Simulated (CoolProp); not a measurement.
Vinyl chloride along the isobar 6530 kPa: density (kg/m³) from the reference equation and from simpler models built on Tc = 425.0 K, pc = 5600 kPa, ω = 0.160; each cubic takes its own stable root.

Model: reference Helmholtz-energy equation of state, Thol 2022, in CoolProp.

| T (K) | phase | reference |
|---|---|---|
| 318 | liquid | 875.9 |
| 325.6 | liquid | 861.6 |
| 333.3 | liquid | 846.6 |
| 341 | liquid | 831.2 |
| 348.7 | liquid | 815.2 |
| 356.3 | liquid | 798.8 |
| 364 | liquid | 781.3 |
| 371.7 | liquid | 762.8 |

### Question
How far does each simpler model (Soave-Redlich-Kwong, Peng-Robinson) lie from the reference over these 8 states: mean and median of the absolute difference, and the worst?

### Answer
- Soave-Redlich-Kwong: mean 8.0 %, median 7.8 %, worst -9.6 % at 371.7 K and 6530 kPa
- Peng-Robinson: mean 4.0 %, median 4.2 %, worst +5.4 % at 318 K and 6530 kPa
